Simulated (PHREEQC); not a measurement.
Solution (20 °C): 29 mmol/kgw Cu(NO3)2. Closed to the air; pH follows from the charge balance.

The numbers come from PHREEQC with the ion-association model, wateq4f.dat.

Problem. The ionic strength comes out as 0.0870 mol/kgw. What activity coefficients do NO3-, H+, Cu2(OH)2+2, CuOH+, Cu+2 get?

Solution. NO3- 0.77, H+ 0.83, Cu2(OH)2+2 0.39, CuOH+ 0.78, Cu+2 0.42.

No solid was allowed to form. Species that the database lacks are ignored.
